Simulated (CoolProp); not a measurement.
Saturation properties of chloromethane (R40).

Values from CoolProp's reference Helmholtz-energy equation of state, Thol 2014.

```json
[
 {"T (K)": "320", "p (MPa)": "1.040", "vapour density (kg/m³)": "23.45", "surface tension (mN/m)": "12.0"},
 {"T (K)": "322.3", "p (MPa)": "1.101", "vapour density (kg/m³)": "24.82", "surface tension (mN/m)": "11.6"},
 {"T (K)": "324.6", "p (MPa)": "1.165", "vapour density (kg/m³)": "26.26", "surface tension (mN/m)": "11.3"},
 {"T (K)": "326.9", "p (MPa)": "1.231", "vapour density (kg/m³)": "___", "surface tension (mN/m)": "11.0"},
 {"T (K)": "329.2", "p (MPa)": "1.300", "vapour density (kg/m³)": "___", "surface tension (mN/m)": "10.6"},
 {"T (K)": "331.5", "p (MPa)": "1.372", "vapour density (kg/m³)": "30.98", "surface tension (mN/m)": "10.3"},
 {"T (K)": "333.8", "p (MPa)": "1.447", "vapour density (kg/m³)": "32.71", "surface tension (mN/m)": "9.94"},
 {"T (K)": "336.1", "p (MPa)": "1.525", "vapour density (kg/m³)": "34.52", "surface tension (mN/m)": "9.60"},
 {"T (K)": "338.4", "p (MPa)": "1.605", "vapour density (kg/m³)": "36.41", "surface tension (mN/m)": "9.27"},
 {"T (K)": "340.7", "p (MPa)": "1.689", "vapour density (kg/m³)": "38.38", "surface tension (mN/m)": "___"},
 {"T (K)": "343", "p (MPa)": "1.776", "vapour density (kg/m³)": "40.46", "surface tension (mN/m)": "8.60"},
 {"T (K)": "345.2", "p (MPa)": "1.862", "vapour density (kg/m³)": "42.53", "surface tension (mN/m)": "8.29"}
]
```

**Question.** Fill in the missing entries.

**Answer.** 
- 326.9, vapour density (kg/m³): 27.76
- 329.2, vapour density (kg/m³): 29.33
- 340.7, surface tension (mN/m): 8.93

It boils at 249.2 K under 1 atm.

Surface tension comes from a separate correlation (Mulero 2014).
